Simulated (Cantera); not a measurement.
A diamond (100) surface in a fixed gas of H2 with x(CH4) = 0.01, x(H) = 0.0013, x(CH3) = 0.00016, 19.5 Torr; coverages are run to steady state.

Model: the Harris–Goodwin 1993 mechanism for the reconstructed diamond (100) surface, integrated in Cantera.

θ: site fractions in the mechanism's names (c6HH fully hydrogenated, c6H* and c6*H radical sites, c6** diradical, c6HM methylated).

```json
[
 {"T (K)": "950", "growth (µm/h)": "1.43", "θ c6HH": "0.588", "θ c6H*": "0.0128", "θ c6*H": "0.304", "θ c6**": "0.00572", "θ c6HM": "0.0687"},
 {"T (K)": "1000", "growth (µm/h)": "1.57", "θ c6HH": "0.561", "θ c6H*": "0.0170", "θ c6*H": "0.348", "θ c6**": "0.00838", "θ c6HM": "0.0475"},
 {"T (K)": "1050", "growth (µm/h)": "1.34", "θ c6HH": "0.537", "θ c6H*": "0.0219", "θ c6*H": "0.391", "θ c6**": "0.0117", "θ c6HM": "0.0263"},
 {"T (K)": "1100", "growth (µm/h)": "0.898", "θ c6HH": "0.511", "θ c6H*": "0.0271", "θ c6*H": "0.429", "θ c6**": "0.0156", "θ c6HM": "0.0112"},
 {"T (K)": "1150", "growth (µm/h)": "0.568", "θ c6HH": "0.483", "θ c6H*": "0.0323", "θ c6*H": "0.457", "θ c6**": "0.0197", "θ c6HM": "0.00403"},
 {"T (K)": "1200", "growth (µm/h)": "0.426", "θ c6HH": "0.457", "θ c6H*": "0.0374", "θ c6*H": "0.479", "θ c6**": "0.0238", "θ c6HM": "0.00138"},
 {"T (K)": "1250", "growth (µm/h)": "0.393", "θ c6HH": "0.434", "θ c6H*": "[?]", "θ c6*H": "0.494", "θ c6**": "[?]", "θ c6HM": "[?]"},
 {"T (K)": "1300", "growth (µm/h)": "0.381", "θ c6HH": "0.415", "θ c6H*": "0.0473", "θ c6*H": "0.505", "θ c6**": "0.0314", "θ c6HM": "0.000167"},
 {"T (K)": "1350", "growth (µm/h)": "0.318", "θ c6HH": "0.400", "θ c6H*": "0.0519", "θ c6*H": "0.512", "θ c6**": "0.0347", "θ c6HM": "5.89e-5"},
 {"T (K)": "1400", "growth (µm/h)": "[?]", "θ c6HH": "0.390", "θ c6H*": "[?]", "θ c6*H": "0.516", "θ c6**": "[?]", "θ c6HM": "[?]"}
]
```

### Question
Some entries are withheld; supply them.

### Answer

- 1250, θ c6H*: 0.0424
- 1250, θ c6**: 0.0277
- 1250, θ c6HM: 0.000478
- 1400, growth (µm/h): 0.204
- 1400, θ c6H*: 0.0563
- 1400, θ c6**: 0.0375
- 1400, θ c6HM: 2.14e-5
